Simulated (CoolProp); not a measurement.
A single-stage vapour-compression cycle with vinyl chloride: evaporating at 215.15 K (dew point), condensing at 274.15 K (bubble point), superheat 2 K, subcooling 5 K, compressor efficiency 0.8, no pressure losses. Each further row changes one setting.

Computed with CoolProp (reference Helmholtz-energy equation of state, Thol 2022).

```tsv
case	cooling COP	pressure ratio	discharge temperature (K)	refrigerating effect (kJ/kg)	volumetric capacity (kJ/m³)
as stated	2.40	17.0	372.7	312	115
evaporating temperature 220.15 K	2.74	12.4	360.9	316	155
condensing temperature 269.15 K	2.66	14.1	362.0	320	118
subcooling 10 K	2.45	17.0	372.7	320	118
superheat 12 K	2.36	17.0	384.9	319	112
compressor efficiency 0.7	2.10	17.0	390.9	312	115
```
